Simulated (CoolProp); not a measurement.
Oxygen along the isotherm -75.45 °C: density (kg/m³) from the reference equation and from simpler models built on Tc = -118.6 °C, pc = 5.046 MPa, ω = 0.022; each cubic takes its own stable root.

Computed with CoolProp (reference Helmholtz-energy equation of state, Schmidt 1985).

| p (MPa) | phase | reference | ideal gas | van der Waals | Redlich-Kwong | Peng-Robinson |
|---|---|---|---|---|---|---|
| 0.0399 | gas | 0.7777 | 0.7767 | 0.7777 | 0.7777 | 0.7779 |
| 0.0602 | gas | 1.174 | 1.172 | 1.174 | 1.174 | 1.175 |
| 0.0908 | gas | 1.773 | 1.768 | 1.773 | 1.773 | 1.774 |
| 0.137 | gas | 2.678 | 2.667 | 2.679 | 2.679 | 2.681 |
| 0.207 | gas | 4.056 | 4.030 | 4.056 | 4.057 | 4.061 |
| 0.312 | gas | 6.133 | 6.074 | 6.135 | 6.136 | 6.146 |
| 0.47 | gas | 9.285 | 9.149 | 9.289 | 9.291 | 9.314 |
| 0.709 | gas | 14.11 | 13.80 | 14.12 | 14.13 | 14.18 |
| 1.07 | gas | 21.55 | 20.83 | 21.58 | 21.58 | 21.70 |
| 1.61 | gas | 33.02 | 31.34 | 33.09 | 33.09 | [?] |
| 2.44 | gas | 51.51 | 47.50 | 51.72 | 51.65 | 52.31 |
| 3.67 | gas | 81.06 | [?] | 81.76 | 81.35 | 82.88 |
| 5.54 | supercritical | [?] | 107.8 | [?] | [?] | [?] |
| 8.36 | supercritical | 224.7 | 162.7 | 237.2 | 224.2 | 232.3 |
| 12.6 | supercritical | 390.8 | 245.3 | 401.5 | 379.2 | 396.3 |

Q: Some entries are withheld; supply them.

A: 
- 1.61, Peng-Robinson: 33.36
- 3.67, ideal gas: 71.44
- 5.54, reference: 131.8
- 5.54, van der Waals: 134.6
- 5.54, Redlich-Kwong: 132.3
- 5.54, Peng-Robinson: 135.9
